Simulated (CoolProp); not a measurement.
Saturation properties of 1,2-dichloroethane.

Model: reference Helmholtz-energy equation of state, Thol 2015, in CoolProp.

```
T (K)  p (MPa)  liquid density (kg/m³)  liquid cp (kJ/(kg K))
-----  -------  ----------------------  ---------------------
371.6   0.1585                    1132                  1.386
395.8   0.3011                    1091                  1.424
420     0.5264                    1047                  1.467
444.2   0.8607                   998.7                  1.520
468.4    1.334                   946.1                  1.588
492.6    1.978                   886.9                  1.691
```

It boils at 356.6 K under 1 atm.
